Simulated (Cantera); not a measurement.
Mixture: CH4 : O2 : N2 = 1 : 1.54 : 5.78 (molar parts), at 9.87 atm, adiabatic and at constant volume. Ignition delay is the time to a rise of 400 K.

Computed with Cantera and GRI-Mech 3.0 (53 species, 325 reactions).

Q: What does this change do: pressure from 9.87 atm to 0.987 atm?

A: 
```
quantity                                                before       after
--------------------------------------------------  ----------  ----------
delay at 1100 K                                        19.1 ms     0.229 s
delay at 1175 K                                        7.02 ms     72.1 ms
delay at 1250 K                                        2.79 ms     24.8 ms
delay at 1325 K                                        1.18 ms     9.22 ms
delay at 1400 K                                       0.527 ms     3.68 ms
delay at 1475 K                                       0.246 ms     1.59 ms
apparent activation energy between 1325 and 1475 K  170 kJ/mol  190 kJ/mol
```

Q: What does this change do: constant pressure in place of constant volume?

A: 
| quantity | before | after |
|---|---|---|
| delay at 1100 K | 19.1 ms | 19.9 ms |
| delay at 1175 K | 7.02 ms | 7.38 ms |
| delay at 1250 K | 2.79 ms | 2.96 ms |
| delay at 1325 K | 1.18 ms | 1.26 ms |
| delay at 1400 K | 0.527 ms | 0.568 ms |
| delay at 1475 K | 0.246 ms | 0.267 ms |
| apparent activation energy between 1325 and 1475 K | 170 kJ/mol | 170 kJ/mol |
